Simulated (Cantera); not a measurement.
A perfectly stirred reactor is fed with C₃H₈ : H₂ = 1 : 3.5 (molar parts), at 0.600 bar; it is held at 1825 K, and followed from long to short residence time.

Cantera simulation using GRI-Mech 3.0 (53 species, 325 reactions); the numbers are that mechanism's predictions, not measurements. GRI-Mech 3.0 was tuned for natural gas; its chemistry of propane as a main component is partial and can be far from experiment. GRI-Mech 3.0 stops at C3 and has no aromatics, soot or wall deposition, so with more carbon than oxygen in the feed, carbon stays in small species such as C2H2 where larger ones or solid carbon would form.

What does this change do: temperature 1825 to 1300 K?


```json
[
 {"quantity": "x(C₃H₈) at τ = 2.10 s", "before": "4.47e-7", "after": "0.000322"},
 {"quantity": "x(H₂) at τ = 2.10 s", "before": "0.791", "after": "0.625"},
 {"quantity": "x(C₂H₆) at τ = 2.10 s", "before": "1.54e-6", "after": "0.00155"},
 {"quantity": "x(C₂H₄) at τ = 2.10 s", "before": "0.00182", "after": "0.0796"},
 {"quantity": "x(H) at τ = 2.10 s", "before": "0.000513", "after": "4.71e-6"},
 {"quantity": "x(C₃H₈) at τ = 55.0 ms", "before": "1.67e-5", "after": "0.00476"},
 {"quantity": "x(H₂) at τ = 55.0 ms", "before": "0.770", "after": "0.647"},
 {"quantity": "x(C₂H₆) at τ = 55.0 ms", "before": "1.82e-5", "after": "0.00272"},
 {"quantity": "x(C₂H₄) at τ = 55.0 ms", "before": "0.00214", "after": "0.120"},
 {"quantity": "x(H) at τ = 55.0 ms", "before": "0.000566", "after": "1.39e-5"}
]
```
